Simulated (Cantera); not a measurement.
An isothermal, constant-pressure homogeneous reactor starts with NH₃ : N₂ = 1 : 0.71 (molar parts), at 1298 K and 3400 Pa. Integrator tolerance rtol = 1e-08.

Computed with Cantera and the gas-phase N/H chemistry of the illustrative SiF4/NH3 mechanism in the Surface Chemkin manual (1991). Walls and surfaces, which speed up NH3 decomposition in real reactors, are not modelled.

Task: What does this change do: temperature 1298 to 1475 K?

Result: 
```
quantity                                             before                                     after
-----------------  ----------------------------------------  ----------------------------------------
x(NH₃) at 20.0 s      0.584 (gas-phase equilibrium 1.15e-6)     0.552 (gas-phase equilibrium 6.16e-7)
x(NH) at 20.0 s      6.66e-9 (gas-phase equilibrium <1e-12)  1.67e-7 (gas-phase equilibrium 1.25e-12)
x(NH₂) at 20.0 s   7.80e-6 (gas-phase equilibrium 1.63e-11)  5.06e-5 (gas-phase equilibrium 1.27e-10)
x(N₂H₄) at 20.0 s    7.31e-9 (gas-phase equilibrium <1e-12)    1.41e-8 (gas-phase equilibrium <1e-12)
x(H₂) at 20.0 s      0.000584 (gas-phase equilibrium 0.554)      0.0306 (gas-phase equilibrium 0.553)
x(N) at 20.0 s      5.37e-12 (gas-phase equilibrium <1e-12)    3.20e-9 (gas-phase equilibrium <1e-12)
x(N₂) at 20.0 s         0.415 (gas-phase equilibrium 0.446)       0.417 (gas-phase equilibrium 0.446)
```
